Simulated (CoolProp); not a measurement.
R245ca along the isobar 0.101 MPa: density (kg/m³) from the reference equation and from simpler models built on Tc = 174.4 °C, pc = 3.941 MPa, ω = 0.355; each cubic takes its own stable root.

Values from CoolProp's reference Helmholtz-energy equation of state, Zhou 2016.

```tsv
T (°C)	phase	reference	van der Waals	Redlich-Kwong	Soave-Redlich-Kwong
-43.55	liquid	1550	7.358	1371	1417
-34.45	liquid	1529	7.055	1353	1402
-25.35	liquid	1508	6.777	1334	1386
-16.25	liquid	1487	6.521	1314	1369
-7.05	liquid	1465	6.282	1294	1351
2.05	liquid	1444	6.062	6.128	1332
11.15	liquid	1422	5.858	5.913	1313
20.25	liquid	1399	5.667	5.715	1292
29.45	gas	5.586	5.487	5.527	5.553
38.55	gas	5.402	5.320	5.355	5.376
47.65	gas	5.231	5.163	5.193	5.211
56.75	gas	5.072	5.015	5.041	5.056
65.85	gas	4.923	4.876	4.898	4.911
```

At some of these states van der Waals, Redlich-Kwong gives the other phase, because its saturation line lies elsewhere.
